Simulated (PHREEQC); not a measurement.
A PHREEQC speciation (ion-association model, phreeqc.dat) at 15 °C gives pH 1.50 and these molalities:

```tsv
species	mol/kgw
SO4-2	0.0471
HSO4-	0.0431
FeSO4+	0.0406
H+	0.0405
Zn+2	0.0297
ZnSO4	0.0210
Fe(SO4)2-	0.0105
FeHSO4+2	0.00854
Zn(SO4)2-2	0.00828
Fe+3	0.00224
FeOH+2	0.000106
Fe2(OH)2+4	4.31e-6
```

Task: What are the element totals, and what could have been dissolved in 1 kg of water to give them?

Result: Several could match; the one computed here: totals Fe(3) 0.0620, S(6) 0.198, Zn 0.0590 mol/kgw, from 0.046 mol/kgw H2SO4, 0.059 mol/kgw ZnSO4 and 0.031 mol/kgw Fe2(SO4)3.

This is a speciation only: nothing precipitates in the calculation. Saturation is exceeded, for instance for Hematite (slow to form), Goethite (slow to form); the values hold only as long as no solid forms. Complexes and solids missing from the database can't appear.
